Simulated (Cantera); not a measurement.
A Cantera script and what it prints.

```python
import numpy as np
import cantera as ct

gas_names = """
    H HNO HNO2 HNO3 HO2 H2 H2O H2O2 N NH NH2 NH3 NH2OH NO NO2 NO3 N2 N2H2 N2H4 N2O O OH O2 O3 Si SiH
    SiH2 SiH3 SiH4 SiN SiO SiO2 Si2 Si2N Si3
""".split()
cond_names = """
    H2O(s) H2O(L) Si(cr) Si(L) SiO2(Lqz) SiO2(hqz) SiO2(L) Si2N2O(s) Si3N4(a)
""".split()


# ... load() reads the species with a 1 bar reference pressure and builds the phases ...
atoms = {
    'Si3N4': {'Si': 3, 'N': 4},
    'H2O': {'H': 2, 'O': 1},
    'N2': {'N': 2},
    'N2O': {'N': 2, 'O': 1},
}
top_T = {'Si2N2O(s)': 2100, 'Si3N4(a)': 2400}  # K; cautious upper limits of use, not melting points


# ... equilibrate(T, P, feed) seeds the gas with the atoms and calls Mixture.equilibrate('TP', solver="vcs", rtol=1e-11, max_steps=5000) ...
results = []
feed = {'Si3N4': 1, 'H2O': 0.14, 'N2': 440, 'N2O': 0.15}  # mol
P = 150000  # Pa
for T in [973, 1073, 1173, 1273, 1373, 1473, 1573, 1673, 1773, 1873, 1973, 2073, 2173, 2273]:
    mix = equilibrate(T, P, feed)
    results.append((T, P, feed, dict(zip(mix.species_names, mix.species_moles))))

top = {s: max(r[3][s] / sum(r[3][g] for g in gas_names) for r in results) for s in gas_names}
cols = sorted((s for s in top if top[s] > 0.0001), key=lambda s: -top[s])[:5]
seen = [c for c in cond_names if any(r[3].get(c, 0) > 1e-12 for r in results)]
print("log10 of partial pressures in bar; condensed amounts in mol")
print(f"{'T/K':>10s}" + "".join(f"{s[:9]:>10s}" for s in cols + seen))
for T, P, feed, n in results:
    ng = sum(n[g] for g in gas_names)
    print(f"{T:10.4g}" + "".join(f"{np.log10(max(n[s] / ng * P / 1e5, 1e-99)):10.3f}" for s in cols)
          + "".join(f"{n.get(c, 0):10.4g}" for c in seen))
```

It prints:

```
log10 of partial pressures in bar; condensed amounts in mol
       T/K        N2       SiO        Si        H2         H     Si(L) Si2N2O(s)  Si3N4(a)
       973     0.176   -18.561   -24.070    -3.322   -10.627         0      0.29    0.8067
      1073     0.176   -15.627   -20.586    -3.322    -9.514         0      0.29    0.8067
      1173     0.176   -13.201   -17.701    -3.322    -8.589         0      0.29    0.8067
      1273     0.176   -11.162   -15.273    -3.322    -7.808         0      0.29    0.8067
      1373     0.176    -9.427   -13.204    -3.322    -7.138         0      0.29    0.8067
      1473     0.176    -7.931   -11.419    -3.322    -6.559         0      0.29    0.8067
      1573     0.176    -6.631    -9.864    -3.322    -6.052         0    0.2899    0.8067
      1673     0.176    -5.489    -8.498    -3.323    -5.605         0     0.289     0.807
      1773     0.176    -4.480    -7.289    -3.324    -5.208         0    0.2803    0.8099
      1873     0.176    -3.583    -6.211    -3.328    -4.854         0    0.2132    0.8322
      1973     0.176    -3.006    -5.245    -3.335    -4.538         0         0    0.9025
      2073     0.176    -3.006    -4.374    -3.348    -4.254         0         0    0.8968
      2173     0.176    -3.006    -3.585    -3.371    -4.002         0         0    0.8596
      2273     0.175    -3.008    -3.136    -3.411    -3.781     2.362         0         0
```

Method: chemical equilibrium by Gibbs-energy minimisation in Cantera with the NASA 1993 tables (ideal gas, pure condensed phases). Mutual solubility and eutectic melting of coexisting phases are not modelled. The tables' values for SiN are old estimates; treat these amounts as uncertain.
